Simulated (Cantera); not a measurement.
**Thermal oxidation and active oxidation of silicon: Si + N₂O + H₂**

Input: 1 mol Si, 0.012 mol N₂O, a varied amount of H₂, equilibrated at 1552 °C and 10.0 mbar.

Cantera equilibrium calculation (NASA polynomials, part measured and part estimated; ideal gas, pure solids and liquids). Candidate condensed phases: H₂O, Si, SiO₂, Si₂N₂O, Si₃N₄; 35 gas species. Gases not in the tables: Si₂H₆ and higher silanes. Equilibrium is a limit: real reactors are often held back by kinetics, nucleation or transport.

| n(H₂) (mol) | x H₂ | x H | x SiO | x N₂ | n Si(l) |
|---|---|---|---|---|---|
| 9.9 | 0.993 | 0.00439 | 0.00121 | 0.00121 | 0.983 |
| 12 | 0.993 | 0.00439 | 0.000995 | 0.000995 | 0.981 |
| 15 | 0.993 | 0.00439 | 0.000797 | 0.000796 | 0.980 |
| 19 | 0.994 | 0.00439 | 0.000629 | 0.000628 | 0.978 |
| 24 | 0.994 | 0.00439 | 0.000498 | 0.000498 | 0.975 |
| 30 | 0.994 | 0.00439 | 0.000399 | 0.000398 | 0.972 |
| 37 | 0.994 | 0.00439 | 0.000323 | 0.000323 | 0.968 |
| 46 | 0.995 | 0.00439 | 0.000260 | 0.000260 | 0.963 |
| 57 | 0.995 | 0.00439 | 0.000210 | 0.000210 | 0.957 |
| 71 | 0.995 | 0.00439 | 0.000169 | 0.000168 | 0.949 |
| 89 | 0.995 | 0.00439 | 0.000134 | 0.000134 | 0.939 |
| 110 | 0.995 | 0.00439 | 0.000109 | 0.000109 | 0.928 |
| 140 | 0.995 | 0.00439 | 8.55e-5 | 8.52e-5 | 0.911 |
x: gas mole fraction; n: condensed amount in mol.

From 9.9 mol H₂ to 140 mol H₂ the condensed part is Si(l). The main Si-bearing gas is SiO at 9.9 mol H₂ and Si at 140 mol H₂. The share of Si in condensed phases is highest at 9.9 mol H₂ (98.3 %) and lowest at 140 mol H₂ (91.1 %).
